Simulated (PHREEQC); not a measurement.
Dissolve 0.29 mol ZnCl2, 0.03 mol NaCl and 6.3e-05 mol NiCl2 per kg of water at 20 °C. Closed to the air; pH follows from the charge balance.

Computed with PHREEQC (ion-association model, wateq4f.dat).

Problem. The ionic strength comes out as 0.742 mol/kgw. What activity coefficients do Zn+2, ZnCl4-2, ZnCl3-, H+, Cl- get?

Solution. Zn+2 0.23, ZnCl4-2 0.19, ZnCl3- 0.62, H+ 0.75, Cl- 0.62.

No solid was allowed to form. Caution: at this ionic strength the ion-association model is outside its range; a Pitzer model would be the better tool where its parameters exist. Complexes and solids missing from the database can't appear.
